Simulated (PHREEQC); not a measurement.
A solution holds 0.0085 mol/kgw Cu(BF4)2, 0.018 mol/kgw HNO3 and 0.00051 mol/kgw NaCl, at 35 °C. Closed to the air; pH follows from the charge balance.

Computed with PHREEQC (ion-association model, wateq4f.dat).

```
quantity                       before     after
---------------------------  --------  --------
pH                               1.85      1.94
ionic strength (mol/kgw)       0.0424    0.0395
BF4- (mol/kgw)                 0.0141    0.0109
HF (mol/kgw)                  0.00830    0.0203
H3BO3 (mol/kgw)               0.00198   0.00479
BF3OH- (mol/kgw)             0.000753  0.000774
SI of CuF2:2H2O (CuF2:2H2O)     -4.71     -4.37
SI of Tenorite (CuO)            -5.94     -4.16
```

Task: Name the change that produced these shifts.
(A) diluted 5-fold with water
(B) temperature from 35 to 40 °C
(C) temperature from 35 to 90 °C
(D) temperature from 35 to 45 °C
(E) temperature from 35 to 20 °C

Result: C, temperature from 35 to 90 °C

Precipitation was switched off in this run. At this temperature some constants are extrapolated from 25 °C, and those without enthalpy data are left unchanged. Real BF4- forms and hydrolyses slowly; the run takes it at equilibrium.
